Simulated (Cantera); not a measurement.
A perfectly stirred reactor is fed with 2.05 % CH4, 0.286 % C2H6, 1.33 % C3H8, 20.2 % O2, 76.1 % N2, equivalence ratio 0.58, at 1.18 atm; it is adiabatic with a 425 K inlet, and is followed from long to short residence time, starting on the burning branch (τ in s: 0.038, 0.021, 0.011, 0.0061, 0.0033, 0.0018, 0.00095, 0.00052, 0.00028, 0.00015, 8.1e-05, 4.4e-05, 2.4e-05).

Detailed kinetics in Cantera: GRI-Mech 3.0 (53 species, 325 reactions). GRI-Mech 3.0 was tuned for natural gas; its chemistry of propane as a main component is partial and can be far from experiment.

### Question
Predict: blow-out, bracketed by the residence times tried; x(CH4) at τ = 38.0 ms; x(C2H6) at τ = 38.0 ms; x(C3H8) at τ = 38.0 ms; x(H2O2) at τ = 38.0 ms; x(O) at τ = 38.0 ms; x(CH4) at τ = 0.950 ms; x(C2H6) at τ = 0.950 ms; x(C3H8) at τ = 0.950 ms; x(H2O2) at τ = 0.950 ms; x(O) at τ = 0.950 ms.

### Answer
```
Property                                                                        Result
------------------------------------------------  ------------------------------------
blow-out, bracketed by the residence times tried  burning at 0.280 ms, out at 0.150 ms
x(CH4) at τ = 38.0 ms                                                          7.02e-6
x(C2H6) at τ = 38.0 ms                                                         2.40e-7
x(C3H8) at τ = 38.0 ms                                                         1.12e-6
x(H2O2) at τ = 38.0 ms                                                         1.22e-7
x(O) at τ = 38.0 ms                                                           0.000247
x(CH4) at τ = 0.950 ms                                                         8.81e-5
x(C2H6) at τ = 0.950 ms                                                        3.08e-6
x(C3H8) at τ = 0.950 ms                                                        1.37e-5
x(H2O2) at τ = 0.950 ms                                                        5.47e-7
x(O) at τ = 0.950 ms                                                           0.00180
```
